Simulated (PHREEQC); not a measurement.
Solution (25 °C): 1.9 mmol/kgw HF, 15 mmol/kgw NH4HF2, 0.00037 mmol/kgw H4SiO4 and 2.7 mmol/kgw H2SO4. Closed to the air; pH follows from the charge balance.

Computed with PHREEQC (ion-association model, phreeqc.dat).

Precipitation was switched off in this run.

Problem. Estimate the pH.

Solution. pH 2.85.

Problem. In which forms is S present?

Solution. SO4-2 83 %, NH4SO4- 9.2 %, HSO4- 7.8 % of the S.

Species that the database lacks are ignored. SiF6-2 is the database's only silicon fluoride.
